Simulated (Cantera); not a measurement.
Input: 1 mol Ti(NMe2)4, 1.6 mol CH4, 6 mol H2, 0.68 mol NH3, held at 1900 K and 0.500 bar.

These are equilibrium values from Cantera (NASA tables, ideal gas, pure condensed phases), not measurements of a reactor. Candidate condensed phases: C, C6H6, C7H8, C8H18, Ti, TiC, TiN; 93 gas species. The feed counts by its element totals alone. TiC: taken at fixed stoichiometry. The numbers say what is thermodynamically allowed, not how fast it happens.

Problem. What is the equilibrium state?

Solution. 
* **x(H2)**: 0.902
* **x(N2)**: 0.0938
* **x(HCN)**: 0.00283
* **x(H)**: 0.00107
* **x(C2H2 (acetylene))**: 0.000344
* **x(CH4)**: 0.000228
* **x(HNC)**: 0.000133
* **x(CH3)**: 5.41e-6
* **x(NH3)**: 3.14e-6
* **n(C(graphite))**: 8.50 mol
* **n(TiC(s))**: 1.00 mol
* **gas amount**: 24.57 mol
* **log10 activity of Ti(β) (absent)**: -4.39
